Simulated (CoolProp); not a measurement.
Saturation properties of R227EA (Tc = 374.9 K, pc = 29.25 bar, ω = 0.358).

Model: reference Helmholtz-energy equation of state, Lemmon 2016, in CoolProp.

```json
[
 {"T (K)": "204.9", "p (bar)": "0.05297", "liquid cp (kJ/(kg K))": "0.9945", "liquid conductivity (mW/(m K))": "82.3"},
 {"T (K)": "214.3", "p (bar)": "0.1029", "liquid cp (kJ/(kg K))": "1.008", "liquid conductivity (mW/(m K))": "80.3"},
 {"T (K)": "223.7", "p (bar)": "0.1870", "liquid cp (kJ/(kg K))": "1.022", "liquid conductivity (mW/(m K))": "78.2"},
 {"T (K)": "233.1", "p (bar)": "0.3205", "liquid cp (kJ/(kg K))": "1.037", "liquid conductivity (mW/(m K))": "76.0"},
 {"T (K)": "242.5", "p (bar)": "0.5225", "liquid cp (kJ/(kg K))": "1.053", "liquid conductivity (mW/(m K))": "73.8"},
 {"T (K)": "251.9", "p (bar)": "0.8156", "liquid cp (kJ/(kg K))": "1.070", "liquid conductivity (mW/(m K))": "71.5"},
 {"T (K)": "261.3", "p (bar)": "1.225", "liquid cp (kJ/(kg K))": "1.088", "liquid conductivity (mW/(m K))": "69.2"},
 {"T (K)": "270.7", "p (bar)": "1.781", "liquid cp (kJ/(kg K))": "1.109", "liquid conductivity (mW/(m K))": "66.8"},
 {"T (K)": "280", "p (bar)": "2.505", "liquid cp (kJ/(kg K))": "1.131", "liquid conductivity (mW/(m K))": "64.4"},
 {"T (K)": "289.4", "p (bar)": "3.448", "liquid cp (kJ/(kg K))": "1.155", "liquid conductivity (mW/(m K))": "61.9"},
 {"T (K)": "298.8", "p (bar)": "4.638", "liquid cp (kJ/(kg K))": "1.184", "liquid conductivity (mW/(m K))": "59.4"},
 {"T (K)": "308.2", "p (bar)": "6.117", "liquid cp (kJ/(kg K))": "1.217", "liquid conductivity (mW/(m K))": "57.0"},
 {"T (K)": "317.6", "p (bar)": "7.924", "liquid cp (kJ/(kg K))": "1.256", "liquid conductivity (mW/(m K))": "54.5"},
 {"T (K)": "327", "p (bar)": "10.11", "liquid cp (kJ/(kg K))": "1.306", "liquid conductivity (mW/(m K))": "52.1"},
 {"T (K)": "336.4", "p (bar)": "12.71", "liquid cp (kJ/(kg K))": "1.372", "liquid conductivity (mW/(m K))": "49.6"}
]
```

It boils at 256.8 K under 1 atm.

Thermal conductivity comes from a separate model (Huber 2003), an estimate that may be off by 10 % or more.
